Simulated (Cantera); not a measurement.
Feed: 1 mol Si, a varied amount of Cl2, 12 mol H2, equilibrated at 650 K and 140000 Pa.

Cantera equilibrium calculation (NASA polynomials, part measured and part estimated; ideal gas, pure solids and liquids). Candidate condensed phases: Si; 19 gas species. Kinetics and transport are ignored.

x: gas mole fraction; n: condensed amount in mol.

```tsv
n(Cl2) (mol)	x H2	x HCl	x SiCl4	x SiHCl3	n Si(s)
0.5	0.976	6.14e-5	0.0101	0.0131	0.704
0.69	0.967	6.70e-5	0.0146	0.0171	0.595
0.87	0.959	7.11e-5	0.0189	0.0207	0.493
1.1	0.949	7.55e-5	0.0246	0.0251	0.363
1.2	0.944	7.72e-5	0.0270	0.0269	0.306
1.4	0.936	8.01e-5	?	?	?
1.6	0.928	8.27e-5	0.0369	0.0337	0.0821
1.8	0.922	0.000122	0.0478	0.0293	0
2	0.921	0.00237	0.0746	0.00236	0
2.2	0.894	?	0.0756	?	0
2.4	0.866	0.0598	0.0745	8.77e-5	0
2.6	0.838	0.0883	0.0735	5.67e-5	0
2.7	0.825	0.102	0.0729	4.78e-5	0
```

### Question
Fill in the missing entries.

### Answer

- 2.2, x HCl: 0.0305
- 2.2, x SiHCl3: 0.000180
- 1.4, x SiCl4: 0.0320
- 1.4, x SiHCl3: 0.0303
- 1.4, n Si(s): 0.194
